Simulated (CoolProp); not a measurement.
Vapour-liquid equilibrium of propylene (1) + isobutane (2) at 34.45 °C; x and y are mole fractions of (1).

The numbers come from the multi-fluid Helmholtz-energy mixture model, Lemmon 2013 and Bücker 2006; pair parameters Bell 2016 in CoolProp.

```tsv
x	bubble pressure, mixture model (bar)	bubble pressure, Raoult's law (bar)	y, mixture model	y, Raoult's law
0.05	5.155	5.075	0.140	0.143
0.2	6.433	6.564	0.384	0.442
0.35	7.476	8.053	0.543	0.630
0.5	8.588	9.542	0.681	0.760
0.65	9.957	11.03	0.807	0.855
0.8	11.70	12.52	0.912	0.927
0.95	13.79	14.01	0.984	0.984
```

The largest gap from Raoult's law is -10.0 % in bubble pressure, at x = 0.5. No azeotrope shows between x = 0.05 and 0.95.

The pair parameters rest on a limited set of measurements; away from them the model extrapolates. The gap from Raoult's law changes sign with composition, which may be real or a fault of the pair parameters; it wasn't checked against measurements.
